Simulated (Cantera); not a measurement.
Mixture: CH3OH : O2 : N2 = 1 : 2.38 : 8.95 (molar parts), equivalence ratio 0.63, at 290000 Pa, adiabatic and at constant volume. Ignition delay is the time to a rise of 400 K.

Cantera simulation using GRI-Mech 3.0 (53 species, 325 reactions); the numbers are that mechanism's predictions, not measurements. GRI-Mech 3.0 was tuned for natural gas; its chemistry of methanol as a main component is partial and can be far from experiment.

Task: Predict: delay at 1050 K; delay at 1100 K; delay at 1150 K; delay at 1200 K; delay at 1250 K; delay at 1300 K; delay at 1350 K; apparent activation energy between 1250 and 1350 K.

Result: 
```
Quantity                                                Result
--------------------------------------------------  ----------
delay at 1050 K                                        73.6 ms
delay at 1100 K                                        25.8 ms
delay at 1150 K                                        9.91 ms
delay at 1200 K                                        4.15 ms
delay at 1250 K                                        1.87 ms
delay at 1300 K                                       0.908 ms
delay at 1350 K                                       0.470 ms
apparent activation energy between 1250 and 1350 K  190 kJ/mol
```
